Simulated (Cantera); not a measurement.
A closed system holds: 1 mol acetone, 13 mol H2, held at 1.00 bar.

Cantera equilibrium calculation (NASA polynomials, part measured and part estimated; ideal gas, pure solids and liquids). Candidate condensed phases: C, C6H6, C7H8, C8H18, H2O; 110 gas species. The feed counts by its element totals alone. The numbers say what is thermodynamically allowed, not how fast it happens.

x: gas mole fraction; n: condensed amount in mol.

```json
[
 {"T (K)": "1300", "x H2": "0.934", "x CO": "0.0587", "x CH4": "0.00686", "x H": "…", "x C2H2 (acetylene)": "5.38e-7", "x H2O": "0.000500", "n C(graphite)": "1.89"},
 {"T (K)": "1400", "x H2": "0.937", "x CO": "0.0588", "x CH4": "0.00379", "x H": "…", "x C2H2 (acetylene)": "2.36e-6", "x H2O": "0.000205", "n C(graphite)": "1.94"},
 {"T (K)": "1500", "x H2": "0.939", "x CO": "0.0589", "x CH4": "0.00226", "x H": "…", "x C2H2 (acetylene)": "8.47e-6", "x H2O": "9.49e-5", "n C(graphite)": "1.96"},
 {"T (K)": "1600", "x H2": "0.940", "x CO": "0.0589", "x CH4": "0.00144", "x H": "…", "x C2H2 (acetylene)": "2.58e-5", "x H2O": "4.83e-5", "n C(graphite)": "1.98"},
 {"T (K)": "1700", "x H2": "0.940", "x CO": "0.0589", "x CH4": "0.000968", "x H": "…", "x C2H2 (acetylene)": "6.90e-5", "x H2O": "2.67e-5", "n C(graphite)": "1.98"},
 {"T (K)": "1800", "x H2": "0.940", "x CO": "0.0588", "x CH4": "0.000680", "x H": "…", "x C2H2 (acetylene)": "0.000165", "x H2O": "1.58e-5", "n C(graphite)": "1.98"},
 {"T (K)": "1900", "x H2": "0.940", "x CO": "0.0588", "x CH4": "0.000496", "x H": "…", "x C2H2 (acetylene)": "0.000359", "x H2O": "9.86e-6", "n C(graphite)": "1.98"},
 {"T (K)": "2000", "x H2": "0.939", "x CO": "0.0588", "x CH4": "0.000374", "x H": "…", "x C2H2 (acetylene)": "0.000721", "x H2O": "6.47e-6", "n C(graphite)": "1.97"}
]
```

Some entries are withheld; supply them.


- 1300, x H: 1.07e-6
- 1400, x H: 4.71e-6
- 1500, x H: 1.71e-5
- 1600, x H: 5.27e-5
- 1700, x H: 0.000143
- 1800, x H: 0.000347
- 1900, x H: 0.000769
- 2000, x H: 0.00158
